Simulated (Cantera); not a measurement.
A Cantera script and what it prints.

```python
import numpy as np
import cantera as ct

gas_names = [...]  # 113 gases of nasa_gas.yaml made of C, H, O, Ti
cond_names = """
    C(gr) C6H6(L) C7H8(L) C8H18(L),n-octa H2O(s) H2O(L) Ti(a) Ti(b) Ti(L) TiC(s) TiC(L) TiO(a) TiO(b)
    TiO(L) TiO2(ru) TiO2(L) Ti2O3(a) Ti2O3(b) Ti2O3(L) Ti3O5(a) Ti3O5(b) Ti3O5(L) Ti4O7(s) Ti4O7(L)
""".split()


# ... load() reads the species with a 1 bar reference pressure and builds the phases ...
atoms = {
    'Ti': {'Ti': 1},
    'CO': {'C': 1, 'O': 1},
    'H2': {'H': 2},
}
top_T = {'C(gr)': 4500}  # K; cautious upper limits of use, not melting points


# ... equilibrate(T, P, feed) seeds the gas with the atoms and calls Mixture.equilibrate('TP', solver="vcs", rtol=1e-11, max_steps=5000) ...
results = []
feed = {'Ti': 1, 'CO': 14, 'H2': 1.7}  # mol
P = 101325  # Pa
for T in [1300, 1400, 1500, 1600, 1700, 1800, 1900]:
    mix = equilibrate(T, P, feed)
    results.append((T, P, feed, dict(zip(mix.species_names, mix.species_moles))))
    x = sorted(zip(gas.X, gas.species_names), reverse=True)
    print(f"T = {T:g} K  P = {P:g} Pa  gas = {mix.phase_moles(0):.4g} mol")
    print("   x: " + "  ".join(f"{s} {v:.3e}" for v, s in x if v > 0.001))
    print("   condensed (mol): " + ("  ".join(f"{mix.phase(i).name} {mix.phase_moles(i):.4g}"
          for i in range(1, mix.n_phases) if mix.phase_moles(i) > 1e-12) or "none"))
```

Output:

```
T = 1300 K  P = 101325 Pa  gas = 13.63 mol
   x: CO 8.714e-01  H2 1.235e-01  CO2 3.979e-03
   condensed (mol): C(gr) 2.066  TiO2(ru) 1
T = 1400 K  P = 101325 Pa  gas = 13.92 mol
   x: CO 8.766e-01  H2 1.216e-01  CO2 1.336e-03
   condensed (mol): C(gr) 1.773  Ti4O7(s) 0.25
T = 1500 K  P = 101325 Pa  gas = 14.02 mol
   x: CO 8.783e-01  H2 1.210e-01
   condensed (mol): C(gr) 1.676  Ti3O5(b) 0.3333
T = 1600 K  P = 101325 Pa  gas = 15.07 mol
   x: CO 8.870e-01  H2 1.126e-01
   condensed (mol): TiC(s) 0.6267  Ti3O5(b) 0.1244
T = 1700 K  P = 101325 Pa  gas = 15.1 mol
   x: CO 8.872e-01  H2 1.125e-01
   condensed (mol): TiC(s) 0.6019  Ti2O3(b) 0.199
T = 1800 K  P = 101325 Pa  gas = 15.1 mol
   x: CO 8.871e-01  H2 1.124e-01
   condensed (mol): TiC(s) 0.6019  Ti2O3(b) 0.199
T = 1900 K  P = 101325 Pa  gas = 15.1 mol
   x: CO 8.871e-01  H2 1.123e-01
   condensed (mol): TiC(s) 0.6019  Ti2O3(b) 0.199
```

Equilibrium computed with Cantera from the NASA thermochemical tables; the gas is ideal and each condensed phase is pure. Mutual solubility and eutectic melting of coexisting phases are not modelled. TiC: taken at fixed stoichiometry. Condensed phases not in the tables: Magnéli phases beyond Ti4O7.
